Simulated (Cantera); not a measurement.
Charge: 1 mol SiCl₄, a varied amount of H₂O, 1.1 mol H₂, held at 825 K and 6.70 Pa.

Method: chemical equilibrium by Gibbs-energy minimisation in Cantera with the NASA 1993 tables (ideal gas, pure condensed phases). Candidate condensed phases: H₂O, Si, SiO₂; 30 gas species. Kinetics and transport are ignored.

At 3.4 mol H₂O, list the 3 most abundant gas species with their mole fractions, and the condensed phases.

HCl 0.615, H₂O 0.215, H₂ 0.169. Condensed: SiO₂(α-quartz).
